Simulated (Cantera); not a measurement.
Predominance diagram of Mg at 1375 K against the partial pressures of O2 and Br2 (log10, bar). Source: NASA polynomial tables (part measured, part estimated), evaluated in Cantera. Candidates: Mg(l), MgBr2(l), MgO(s). Only these pure phases compete in this equilibrium. Not in the tables: oxide halides.

Which phase is stable at these pairs, and which metal-bearing vapour leads over it? (-19.7, -7.3); (-8.2, -6.4); (-4.9, -3.6); (-6.6, -2.7); (-6.6, 0); (-16.4, -8.2); (-18.1, -5.5)


```
log p(O2)  log p(Br2)     phase  chief vapour  log p (bar)
---------  ----------  --------  ------------  -----------
-19.7            -7.3    MgO(s)         MgBr2         -1.0
-8.2             -6.4    MgO(s)         MgBr2         -5.8
-4.9             -3.6    MgO(s)         MgBr2         -4.7
-6.6             -2.7    MgO(s)         MgBr2         -2.9
-6.6                0    MgO(s)         MgBr2         -0.2
-16.4            -8.2    MgO(s)         MgBr2         -3.5
-18.1            -5.5  MgBr2(l)         MgBr2         -0.2
```
